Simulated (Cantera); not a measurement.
Input: 1 mol Cu2O, 220 mol H2, held at 1548.15 K and 0.000110 bar.

Cantera equilibrium calculation (NASA polynomials, part measured and part estimated; ideal gas, pure solids and liquids). Candidate condensed phases: Cu, CuO, Cu(OH)2, Cu2O, H2O; 12 gas species. The numbers say what is thermodynamically allowed, not how fast it happens.

**Question.** What is the equilibrium state?

**Answer.** 
| Quantity | Result |
|---|---|
| x(H2) | 0.984 |
| x(Cu) | 0.00900 |
| x(H2O) | 0.00450 |
| x(H) | 0.00292 |
| gas amount | 222.3 mol |
| log10 activity of Cu(l) (absent) | -1.26 |
